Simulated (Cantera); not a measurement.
Charge: 1 mol Si, 0.079 mol CO2, 9 mol N2, a varied amount of O2, held at 1702 °C and 0.255 Torr.

Cantera equilibrium calculation (NASA polynomials, part measured and part estimated; ideal gas, pure solids and liquids). Candidate condensed phases: C, Si, SiC, SiO2, Si2N2O, Si3N4; 34 gas species. The tables hold silica as quartz up to 1696 K and as liquid above; real silica turns to tridymite and cristobalite and melts near 1996 K. Equilibrium is a limit: real reactors are often held back by kinetics, nucleation or transport.

Problem. Which condensed phases are stable at each of these points (n(O2) (mol)): 0.02, 0.036, 0.064, 0.12, 0.21, 0.38, 0.68?

Solution. 
```csv
n(O2) (mol),condensed phases,Si condensed (%)
0.02,SiC(s),0.2
0.036,gas only,0.0
0.064,gas only,0.0
0.12,gas only,0.0
0.21,gas only,0.0
0.38,gas only,0.0
0.68,SiO2(condensed),37.8
```

At 0.02 mol O2 the condensed part is SiC(s). From 0.036 mol O2 to 0.38 mol O2 nothing is condensed. At 0.68 mol O2 the condensed part is SiO2(condensed).
